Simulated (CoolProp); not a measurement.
Vapour pressure (MPa) of R124: the reference equation beside estimates from Tc = 395.4 K, pc = 3.624 MPa, ω = 0.288. Clausius-Clapeyron is anchored at 226.4 K with a constant enthalpy of vaporisation of 24.74 kJ/mol.

The numbers come from the reference Helmholtz-energy equation of state, de Vries 1995 in CoolProp.

```json
[
 {"T (K)": "185", "reference": "0.0008060", "Lee-Kesler": "0.0007832", "Clausius-Clapeyron": "0.0009508", "van der Waals": "0.06332", "Redlich-Kwong": "0.003100", "Soave-Redlich-Kwong": "0.0008105", "Peng-Robinson": "0.0009037"},
 {"T (K)": "191.9", "reference": "0.001513", "Lee-Kesler": "0.001467", "Clausius-Clapeyron": "0.001695", "van der Waals": "0.08206", "Redlich-Kwong": "0.005359", "Soave-Redlich-Kwong": "0.001514", "Peng-Robinson": "0.001660"},
 {"T (K)": "198.8", "reference": "0.002697", "Lee-Kesler": "0.002613", "Clausius-Clapeyron": "0.002904", "van der Waals": "0.1045", "Redlich-Kwong": "0.008828", "Soave-Redlich-Kwong": "0.002688", "Peng-Robinson": "0.002906"},
 {"T (K)": "205.7", "reference": "0.004591", "Lee-Kesler": "0.004453", "Clausius-Clapeyron": "0.004798", "van der Waals": "0.1311", "Redlich-Kwong": "0.01394", "Soave-Redlich-Kwong": "0.004564", "Peng-Robinson": "0.004872"},
 {"T (K)": "212.6", "reference": "0.007501", "Lee-Kesler": "0.007291", "Clausius-Clapeyron": "0.007672", "van der Waals": "0.1621", "Redlich-Kwong": "0.02121", "Soave-Redlich-Kwong": "0.007446", "Peng-Robinson": "0.007860"},
 {"T (K)": "219.5", "reference": "0.01182", "Lee-Kesler": "0.01152", "Clausius-Clapeyron": "0.01191", "van der Waals": "0.1979", "Redlich-Kwong": "0.03121", "Soave-Redlich-Kwong": "0.01172", "Peng-Robinson": "0.01225"},
 {"T (K)": "226.4", "reference": "0.01801", "Lee-Kesler": "0.01761", "Clausius-Clapeyron": "0.01801", "van der Waals": "0.2390", "Redlich-Kwong": "0.04459", "Soave-Redlich-Kwong": "0.01786", "Peng-Robinson": "0.01850"},
 {"T (K)": "233.3", "reference": "0.02664", "Lee-Kesler": "0.02614", "Clausius-Clapeyron": "0.02656", "van der Waals": "0.2855", "Redlich-Kwong": "0.06206", "Soave-Redlich-Kwong": "0.02642", "Peng-Robinson": "0.02716"},
 {"T (K)": "240.2", "reference": "0.03838", "Lee-Kesler": "0.03779", "Clausius-Clapeyron": "0.03832", "van der Waals": "0.3380", "Redlich-Kwong": "0.08438", "Soave-Redlich-Kwong": "0.03809", "Peng-Robinson": "0.03889"},
 {"T (K)": "247.1", "reference": "0.05396", "Lee-Kesler": "0.05332", "Clausius-Clapeyron": "0.05415", "van der Waals": "0.3966", "Redlich-Kwong": "0.1123", "Soave-Redlich-Kwong": "0.05360", "Peng-Robinson": "0.05441"},
 {"T (K)": "254", "reference": "0.07423", "Lee-Kesler": "0.07360", "Clausius-Clapeyron": "0.07511", "van der Waals": "0.4617", "Redlich-Kwong": "0.1467", "Soave-Redlich-Kwong": "0.07382", "Peng-Robinson": "0.07454"},
 {"T (K)": "260.9", "reference": "0.1001", "Lee-Kesler": "0.09956", "Clausius-Clapeyron": "0.1024", "van der Waals": "0.5335", "Redlich-Kwong": "0.1884", "Soave-Redlich-Kwong": "0.09969", "Peng-Robinson": "0.1002"},
 {"T (K)": "267.8", "reference": "0.1326", "Lee-Kesler": "0.1322", "Clausius-Clapeyron": "0.1374", "van der Waals": "0.6125", "Redlich-Kwong": "0.2383", "Soave-Redlich-Kwong": "0.1322", "Peng-Robinson": "0.1324"},
 {"T (K)": "274.7", "reference": "0.1728", "Lee-Kesler": "0.1727", "Clausius-Clapeyron": "0.1816", "van der Waals": "0.6988", "Redlich-Kwong": "0.2971", "Soave-Redlich-Kwong": "0.1726", "Peng-Robinson": "0.1722"}
]
```

Absolute difference from the reference over all 14 rows, mean and median: Lee-Kesler 1.8 and 2.0 %, Clausius-Clapeyron 4.2 and 2.3 %, van der Waals 2034.4 and 1099.4 %, Redlich-Kwong 154.5 and 140.3 %, Soave-Redlich-Kwong 0.5 and 0.6 %, Peng-Robinson 3.7 and 2.3 %.
